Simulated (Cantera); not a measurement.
A Cantera script and what it prints.

```python
import numpy as np
import cantera as ct

gas_names = """
    Ca CaCL CaCL2 CaO CaOH CaO2H2 Ca2 CL CLO CL2 H HCL HNO HNO2 HNO3 HOCL HO2 H2 H2O H2O2 N NH NH2 NH3
    NH2OH NO NO2 NO3 N2 N2H2 N2H4 N2O O OH O2 O3
""".split()
cond_names = """
    Ca(a) Ca(b) Ca(L) CaCL2(s) CaCL2(L) CaO(s) CaO(L) CaO2H2(s) H2O(s) H2O(L) NH4CL(a) NH4CL(b)
""".split()


# ... load() reads the species with a 1 bar reference pressure and builds the phases ...
atoms = {
    'CaO': {'Ca': 1, 'O': 1},
    'HCl': {'H': 1, 'CL': 1},
    'N2': {'N': 2},
}
top_T = {}  # K; cautious upper limits of use, not melting points


# ... equilibrate(T, P, feed) seeds the gas with the atoms and calls Mixture.equilibrate('TP', solver="vcs", rtol=1e-11, max_steps=5000) ...
results = []
feed = {'CaO': 1, 'HCl': 1.3, 'N2': 17}  # mol
P = 58  # Pa
for T in [1250, 1300, 1350, 1400, 1450, 1500, 1550, 1600, 1650]:
    mix = equilibrate(T, P, feed)
    results.append((T, P, feed, dict(zip(mix.species_names, mix.species_moles))))
    x = sorted(zip(gas.X, gas.species_names), reverse=True)
    print(f"T = {T:g} K  P = {P:g} Pa  gas = {mix.phase_moles(0):.4g} mol")
    print("   x: " + "  ".join(f"{s} {v:.3e}" for v, s in x if v > 0.0001))
    print("   condensed (mol): " + ("  ".join(f"{mix.phase(i).name} {mix.phase_moles(i):.4g}"
          for i in range(1, mix.n_phases) if mix.phase_moles(i) > 1e-12) or "none"))
```

Result:

```
T = 1250 K  P = 58 Pa  gas = 18.3 mol
   x: N2 9.289e-01  HCL 4.937e-02  CaCL2 1.078e-02  H2O 1.077e-02  CL 1.125e-04
   condensed (mol): CaO(s) 0.8028
T = 1300 K  P = 58 Pa  gas = 18.3 mol
   x: N2 9.289e-01  HCL 4.662e-02  CaCL2 1.211e-02  H2O 1.211e-02  CL 1.861e-04
   condensed (mol): CaO(s) 0.7783
T = 1350 K  P = 58 Pa  gas = 18.3 mol
   x: N2 9.288e-01  HCL 4.393e-02  CaCL2 1.340e-02  H2O 1.340e-02  CL 2.955e-04  H2 1.503e-04
   condensed (mol): CaO(s) 0.7547
T = 1400 K  P = 58 Pa  gas = 18.3 mol
   x: N2 9.287e-01  HCL 4.134e-02  CaCL2 1.462e-02  H2O 1.461e-02  CL 4.519e-04  H2 2.314e-04
   condensed (mol): CaO(s) 0.7324
T = 1450 K  P = 58 Pa  gas = 18.31 mol
   x: N2 9.286e-01  HCL 3.885e-02  CaCL2 1.575e-02  H2O 1.573e-02  CL 6.686e-04  H2 3.453e-04
   condensed (mol): CaO(s) 0.7117
T = 1500 K  P = 58 Pa  gas = 18.31 mol
   x: N2 9.285e-01  HCL 3.647e-02  CaCL2 1.679e-02  H2O 1.675e-02  CL 9.597e-04  H2 5.013e-04
   condensed (mol): CaO(s) 0.6927
T = 1550 K  P = 58 Pa  gas = 18.31 mol
   x: N2 9.283e-01  HCL 3.421e-02  CaCL2 1.772e-02  H2O 1.765e-02  CL 1.340e-03  H2 7.099e-04
   condensed (mol): CaO(s) 0.6755
T = 1600 K  P = 58 Pa  gas = 18.32 mol
   x: N2 9.280e-01  HCL 3.206e-02  CaCL2 1.854e-02  H2O 1.841e-02  CL 1.826e-03  H2 9.827e-04
   condensed (mol): CaO(s) 0.6603
T = 1650 K  P = 58 Pa  gas = 18.33 mol
   x: N2 9.276e-01  HCL 3.000e-02  CaCL2 1.925e-02  H2O 1.902e-02  CL 2.431e-03  H2 1.332e-03  H 1.377e-04
   condensed (mol): CaO(s) 0.6471
```

Cantera equilibrium calculation (NASA polynomials, part measured and part estimated; ideal gas, pure solids and liquids). Condensed phases not in the tables: oxide chlorides.
